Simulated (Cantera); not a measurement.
An isothermal, constant-pressure homogeneous reactor starts with H₂ : O₂ : N₂ = 0.018 : 1 : 0.74 (molar parts), equivalence ratio 0.0090, at 1325 K and 3200 Pa.

Computed with Cantera and GRI-Mech 3.0 (53 species, 325 reactions). Radical loss at walls, strong at low pressure, is not modelled.

x: mole fraction; the columns are a selection and need not sum to one.

```
t (s)         x H₂   x O₂    x H₂O     x NO    x HO₂       x H
--------  --------  -----  -------  -------  -------  --------
0.000900    0.0102  0.569  4.16e-6   <1e-12  1.11e-7       ___
0.00303   0.000398  0.560  0.00867  2.95e-9  1.63e-6       ___
0.0102     6.27e-5  0.560  0.00943  2.43e-8  1.21e-6       ___
0.0343     4.30e-5  0.562  0.00966  6.89e-8  1.02e-6       ___
0.116      1.68e-5  0.565  0.00996  1.16e-7  6.23e-7       ___
0.389      3.24e-6  0.566   0.0102  1.43e-7  2.23e-7       ___
1.31       4.48e-7  0.567   0.0102  1.56e-7  5.10e-8       ___
4.41       6.90e-8  0.567   0.0103  1.61e-7  1.43e-8       ___
14.9       1.61e-8  0.567   0.0103  1.64e-7  1.21e-8       ___
50.0       1.04e-8  0.567   0.0103  1.65e-7  1.35e-8  9.41e-10
```

What belongs in the gaps?


- 0.000900, x H: 5.99e-7
- 0.00303, x H: 0.000750
- 0.0102, x H: 0.000459
- 0.0343, x H: 0.000256
- 0.116, x H: 6.06e-5
- 0.389, x H: 5.09e-6
- 1.31, x H: 2.62e-7
- 4.41, x H: 1.60e-8
- 14.9, x H: 1.82e-9
